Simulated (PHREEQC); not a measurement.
Na2CO3 is added in steps, without added water, to 1 kg of water holding 38 mmol/kgw CaCl2 and 6.4 mmol/kgw NaF, at 25 °C. Oxygen alone is held at its pressure in air (log pO2 = -0.68). CO2 from the air is kept out. The run lets Aragonite, Fluorite, Halite precipitate or redissolve, and no other solid.

Base run: PHREEQC, ion-association model, phreeqc.dat. Each further column changes one thing. The table gives C in solution (mol/kgw).

```json
[
 {"Na2CO3 added (mol)": "0", "base": "0", "metal-ligand complexes left out": "0", "Davies equation for every ion": "0", "all activity coefficients set to 1": "0", "database wateq4f.dat": "0"},
 {"Na2CO3 added (mol)": "0.00425", "base": "2.27e-5", "metal-ligand complexes left out": "1.40e-5", "Davies equation for every ion": "2.29e-5", "all activity coefficients set to 1": "1.62e-5", "database wateq4f.dat": "2.26e-5"},
 {"Na2CO3 added (mol)": "0.0085", "base": "2.36e-5", "metal-ligand complexes left out": "1.49e-5", "Davies equation for every ion": "2.39e-5", "all activity coefficients set to 1": "…", "database wateq4f.dat": "2.35e-5"},
 {"Na2CO3 added (mol)": "0.01275", "base": "2.48e-5", "metal-ligand complexes left out": "1.61e-5", "Davies equation for every ion": "2.52e-5", "all activity coefficients set to 1": "1.70e-5", "database wateq4f.dat": "2.47e-5"},
 {"Na2CO3 added (mol)": "0.017", "base": "2.66e-5", "metal-ligand complexes left out": "1.77e-5", "Davies equation for every ion": "2.70e-5", "all activity coefficients set to 1": "1.77e-5", "database wateq4f.dat": "2.64e-5"},
 {"Na2CO3 added (mol)": "0.02125", "base": "2.92e-5", "metal-ligand complexes left out": "…", "Davies equation for every ion": "2.97e-5", "all activity coefficients set to 1": "…", "database wateq4f.dat": "2.90e-5"},
 {"Na2CO3 added (mol)": "0.0255", "base": "3.37e-5", "metal-ligand complexes left out": "…", "Davies equation for every ion": "3.44e-5", "all activity coefficients set to 1": "…", "database wateq4f.dat": "3.35e-5"},
 {"Na2CO3 added (mol)": "0.02975", "base": "4.40e-5", "metal-ligand complexes left out": "3.31e-5", "Davies equation for every ion": "4.51e-5", "all activity coefficients set to 1": "2.50e-5", "database wateq4f.dat": "4.38e-5"},
 {"Na2CO3 added (mol)": "0.034", "base": "0.000108", "metal-ligand complexes left out": "8.58e-5", "Davies equation for every ion": "0.000112", "all activity coefficients set to 1": "5.34e-5", "database wateq4f.dat": "0.000108"}
]
```

Task: Complete the blanks.

Result: 
- 0.0085, all activity coefficients set to 1: 1.65e-5
- 0.02125, metal-ligand complexes left out: 2.01e-5
- 0.02125, all activity coefficients set to 1: 1.88e-5
- 0.0255, metal-ligand complexes left out: 2.41e-5
- 0.0255, all activity coefficients set to 1: 2.07e-5

 phreeqc.dat and wateq4f.dat share most of their constants, so their agreement is no independent check. Solids allowed in the column 'database wateq4f.dat': Aragonite, Fluorite, Portlandite, Halite, Nahcolite, Natron.
